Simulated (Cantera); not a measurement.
## Thermodynamics of oxide etching and cleaning by halides, feed Al2O3 + HCl + H2

Input: 1 mol Al2O3, 6.7 mol HCl, 1.6 mol H2, at 0.790 bar.

Method: chemical equilibrium by Gibbs-energy minimisation in Cantera with the NASA 1993 tables (ideal gas, pure condensed phases). Candidate condensed phases: Al, AlCl3, Al2O3, H2O; 29 gas species. Condensed phases not in the tables: AlOCl. Kinetics and transport are ignored.

```tsv
T (°C)	x HCl	x H2	x H2O	x AlCl3	x Cl	x H	n Al2O3(s)
425	0.807	0.193	1.32e-5	8.82e-6	<1e-12	<1e-12	1.000
500	0.807	0.193	3.94e-5	2.63e-5	1.98e-12	<1e-12	1.000
575	0.807	0.193	9.64e-5	6.43e-5	3.95e-11	9.40e-12	1.000
650	0.807	0.193	0.000203	0.000135	4.88e-10	1.21e-10	0.999
725	0.807	0.193	0.000380	0.000253	4.14e-9	1.06e-9	0.999
800	0.806	0.193	0.000650	0.000433	2.62e-8	6.92e-9	0.998
875	0.805	0.193	0.00103	0.000688	1.30e-7	3.54e-8	0.997
950	0.805	0.193	0.00155	0.00103	5.34e-7	1.49e-7	0.996
1025	0.803	0.193	0.00220	0.00147	1.86e-6	5.30e-7	0.994
1100	0.802	0.193	0.00301	0.00200	5.67e-6	1.65e-6	0.992
1175	0.800	0.193	0.00397	0.00264	1.54e-5	4.56e-6	0.989
```
x: gas mole fraction; n: condensed amount in mol.

From 425 °C to 1175 °C the condensed part is Al2O3(s). The main Al-bearing gas is AlCl3 throughout.
